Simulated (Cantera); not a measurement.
What does this Cantera script print?

```python
import numpy as np
import cantera as ct

gas = ct.Solution("gri30.yaml")
gas.TPX = 1175, 210000, {'CH4': 1, 'O2': 2.94, 'N2': 11.1}
reactor = ct.IdealGasReactor(gas, energy="on", clone=False)
net = ct.ReactorNet([reactor])
net.rtol, net.atol = 1e-08, 1e-16
show = ['CH4', 'O2', 'CH3', 'H2O', 'CH2']
times = np.geomspace(5e-06, 0.5, 12)

steps = ct.SolutionArray(gas, extra=["t"])
rows = []
print(f"{'t/s':>10s}{'T/K':>9s}{'P/Pa':>11s}" + "".join(f"{s:>11s}" for s in show))
for t in times:
    while net.time < t:
        t_next = net.step()
        steps.append(gas.state, t=t_next)
    rows.append([np.interp(t, steps.t, y) for y in (steps.T, steps.P, *steps(*show).X.T)])
    print(f"{t:10.3e}{rows[-1][0]:9.1f}{rows[-1][1]:11.4g}" + "".join(f"{x:11.3e}" for x in rows[-1][2:]))
rate = np.gradient(steps.T, steps.t)
print("integrator steps:", len(steps.t))
if steps.T.max() > steps.T[0] + 200:
    print(f"time of steepest temperature rise: {steps.t[rate.argmax()]:.4e} s")
gas.TPX = 1175, 210000, {'CH4': 1, 'O2': 2.94, 'N2': 11.1}
gas.equilibrate("UV")
print(f"equilibrium (UV): T = {gas.T:.1f} K  " + "  ".join(f"{s} {gas[s].X[0]:.3e}" for s in show))
```

It prints:

```
       t/s      T/K       P/Pa        CH4         O2        CH3        H2O        CH2
 5.000e-06   1175.0    2.1e+05  6.649e-02  1.955e-01  3.937e-09  3.276e-11  1.984e-19
 1.424e-05   1175.0    2.1e+05  6.649e-02  1.955e-01  1.131e-08  2.171e-10  1.455e-18
 4.056e-05   1175.0    2.1e+05  6.649e-02  1.955e-01  3.293e-08  1.635e-09  1.216e-17
 1.155e-04   1175.0    2.1e+05  6.649e-02  1.955e-01  1.004e-07  1.423e-08  1.190e-16
 3.290e-04   1175.0    2.1e+05  6.649e-02  1.955e-01  3.547e-07  1.482e-07  1.616e-15
 9.369e-04   1175.0    2.1e+05  6.649e-02  1.955e-01  1.670e-06  1.910e-06  3.690e-14
 2.668e-03   1175.2    2.1e+05  6.646e-02  1.955e-01  4.957e-06  2.156e-05  3.275e-13
 7.600e-03   1176.1  2.102e+05  6.631e-02  1.954e-01  7.364e-06  1.354e-04  9.255e-13
 2.164e-02   1190.8  2.129e+05  6.436e-02  1.939e-01  2.356e-05  1.855e-03  2.792e-11
 6.164e-02   2653.3  4.796e+05  5.414e-17  5.587e-02  3.823e-16  1.219e-01  2.856e-16
 1.756e-01   2653.3  4.796e+05  5.414e-17  5.587e-02  3.823e-16  1.219e-01  2.856e-16
 5.000e-01   2653.3  4.796e+05  5.414e-17  5.587e-02  3.823e-16  1.219e-01  2.856e-16
integrator steps: 2386
time of steepest temperature rise: 2.6480e-02 s
equilibrium (UV): T = 2653.3 K  CH4 7.551e-17  O2 5.587e-02  CH3 5.332e-16  H2O 1.219e-01  CH2 3.702e-16
```

Computed with Cantera and GRI-Mech 3.0 (53 species, 325 reactions).
